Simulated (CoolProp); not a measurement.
Values from CoolProp's reference Helmholtz-energy equation of state, Akasaka 2023.

Q: Give the vapour pressure (MPa), enthalpy of vaporisation (kJ/kg), liquid cp (kJ/(kg K)), vapour Z of saturated R1336mzz(E) at 233, 288.7, 344.5 K.

A: 
```tsv
T (K)	p (MPa)	enthalpy of vaporisation (kJ/kg)	liquid cp (kJ/(kg K))	vapour Z
233	0.00863	177	1.19	0.992
288.7	0.137	150	1.23	0.939
344.5	0.768	115	1.35	0.791
```
